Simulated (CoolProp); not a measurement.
Vapour-liquid equilibrium of propylene (1) + dimethyl ether (2) at 941 kPa; x and y are mole fractions of (1).

Computed with CoolProp (multi-fluid Helmholtz-energy mixture model, Lemmon 2013 and Wu 2011; pair parameters Bell 2016).

| x | bubble temperature (°C) | y at the bubble point | dew temperature at overall composition x (°C) | liquid density (mol/L) |
|---|---|---|---|---|
| 0.05 | 40.1 | 0.090 | 41.0 | 13.67 |
| 0.2 | 34.7 | 0.316 | 37.5 | 13.50 |
| 0.35 | … | 0.493 | … | 13.29 |
| 0.5 | 26.2 | 0.635 | 29.9 | 13.08 |
| 0.65 | … | … | 25.8 | 12.85 |
| 0.8 | 20.2 | 0.863 | … | … |
| 0.95 | … | 0.966 | 18.1 | 12.42 |

**Question.** What belongs in the gaps?

**Answer.** 
- 0.35, bubble temperature (°C): 30.1
- 0.35, dew temperature at overall composition x (°C): 33.8
- 0.65, bubble temperature (°C): 23.0
- 0.65, y at the bubble point: 0.755
- 0.8, dew temperature at overall composition x (°C): 21.8
- 0.8, liquid density (mol/L): 12.63
- 0.95, bubble temperature (°C): 17.8

No azeotrope shows between x = 0.05 and 0.95.

Pair parameters are fitted to limited data, so mixtures are less certain than the pure fluids.
